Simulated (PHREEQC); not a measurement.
Consider water at 20 °C with 0.0035 mol/kgw CdSO4. Closed to the air; pH follows from the charge balance.

Equilibrium calculation in PHREEQC: ion-association model, wateq4f.dat.

Each row changes one thing in this solution. No solid was allowed to form.

```json
[
 {"case": "as made", "pH": "6.51", "ionic strength (mol/kgw)": "0.0106"},
 {"case": "CdSO4 replaced by Na2SO4 at the same molality", "pH": "7.12", "ionic strength (mol/kgw)": "0.0103"},
 {"case": "CdSO4 from 0.0035 to 0.0007 mol/kgw", "pH": "6.73", "ionic strength (mol/kgw)": "0.00251"},
 {"case": "CdSO4 from 0.0035 to 0.0175 mol/kgw", "pH": "6.32", "ionic strength (mol/kgw)": "0.0412"},
 {"case": "CdSO4 replaced by CdBr2 at the same molality", "pH": "6.51", "ionic strength (mol/kgw)": "0.00783"},
 {"case": "diluted 2-fold with water", "pH": "6.60", "ionic strength (mol/kgw)": "0.00576"},
 {"case": "CdSO4 replaced by CdCl2 at the same molality", "pH": "6.20", "ionic strength (mol/kgw)": "0.00851"}
]
```

Complexes and solids missing from the database can't appear.
